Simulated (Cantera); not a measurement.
An adiabatic, constant-pressure homogeneous reactor starts with CH4 : C2H6 : O2 : N2 = 1 : 0.12 : 1.1 : 11 (molar parts), equivalence ratio 2.2, at 1550 K and 3.45 atm.

Cantera simulation using GRI-Mech 3.0 (53 species, 325 reactions); the numbers are that mechanism's predictions, not measurements.

Problem. Predict: time of steepest temperature rise; temperature at 0.800 s; equilibrium temperature; x(O2) at 0.800 s.

Solution. 
* **time of steepest temperature rise**: 0.261 ms
* **temperature at 0.800 s**: 2081 K
* **equilibrium temperature**: 2081 K
* **x(O2) at 0.800 s**: 2.34e-8 (gas-phase equilibrium 2.34e-8)
